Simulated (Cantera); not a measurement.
What does this Cantera script print?

```python
import numpy as np
import cantera as ct

gas_names = [...]  # 109 gases of nasa_gas.yaml made of C, Cl, H, Si
cond_names = """
    C(gr) C6H6(L) C7H8(L) C8H18(L),n-octa Si(cr) Si(L) SiC(b)
""".split()


# ... load() reads the species with a 1 bar reference pressure and builds the phases ...
atoms = {
    'SiH2Cl2': {'Si': 1, 'H': 2, 'CL': 2},
    'H2': {'H': 2},
    'C2H2': {'C': 2, 'H': 2},
}
top_T = {'C(gr)': 4500, 'SiC(b)': 3050}  # K; cautious upper limits of use, not melting points


# ... equilibrate(T, P, feed) seeds the gas with the atoms and calls Mixture.equilibrate('TP', solver="vcs", rtol=1e-11, max_steps=5000) ...
results = []
T = 1375  # K
P = 13000  # Pa
for m in [25, 34, 45, 60, 81, 110, 140, 190, 260]:
    feed = {'SiH2Cl2': 1, 'H2': m, 'C2H2': 0.43}  # mol
    mix = equilibrate(T, P, feed)
    results.append((T, P, feed, dict(zip(mix.species_names, mix.species_moles))))

top = {s: max(r[3][s] / sum(r[3][g] for g in gas_names) for r in results) for s in gas_names}
cols = sorted((s for s in top if top[s] > 0.001), key=lambda s: -top[s])[:8]
seen = [c for c in cond_names if any(r[3].get(c, 0) > 1e-12 for r in results)]
print("log10 of partial pressures in bar; condensed amounts in mol")
print(f"{'n(H2)':>10s}" + "".join(f"{s[:9]:>10s}" for s in cols + seen))
for T, P, feed, n in results:
    ng = sum(n[g] for g in gas_names)
    print(f"{feed['H2']:10.4g}" + "".join(f"{np.log10(max(n[s] / ng * P / 1e5, 1e-99)):10.3f}" for s in cols)
          + "".join(f"{n.get(c, 0):10.4g}" for c in seen))
```

Result:

```
log10 of partial pressures in bar; condensed amounts in mol
     n(H2)        H2       HCL     SiCL2    Si(cr)    SiC(b)
        25    -0.916    -2.099    -3.298         0    0.8598
        34    -0.908    -2.220    -3.390         0    0.8598
        45    -0.903    -2.332    -3.484         0    0.8598
        60    -0.899    -2.450    -3.587         0    0.8598
        81    -0.896    -2.564    -3.772   0.02102    0.8598
       110    -0.893    -2.679    -4.005   0.04816    0.8597
       140    -0.892    -2.773    -4.195   0.06576    0.8596
       190    -0.890    -2.895    -4.440   0.08383    0.8595
       260    -0.889    -3.023    -4.697   0.09825    0.8593
```

Cantera equilibrium calculation (NASA polynomials, part measured and part estimated; ideal gas, pure solids and liquids). Mutual solubility and eutectic melting of coexisting phases are not modelled. The tables' values for SiCl3 are old estimates; treat these amounts as uncertain.
